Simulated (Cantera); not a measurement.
Charge: 1 mol B2O3, 6.5 mol O2, 1.7 mol H2O, held at 973 K and 1.00 bar.

Method: chemical equilibrium by Gibbs-energy minimisation in Cantera with the NASA 1993 tables (ideal gas, pure condensed phases). Candidate condensed phases: B, B2O3, B3O3H3, H2O; 23 gas species. Gases not in the tables: H3BO3. Rates play no part.

Base state: O2 0.794, H2O 0.203, (HBO2)3 0.00293 (mole fractions); condensed: B2O3(l).

What changes in the equilibrium state with this change: H2O from 1.7 to 11 mol?


```csv
species,before,after
H2O,0.203,0.610
O2,0.794,0.374
(HBO2)3,0.00293,0.0153
HBO2,6.60e-6,1.14e-5
"B2O3(l), mol",0.964,0.602
```
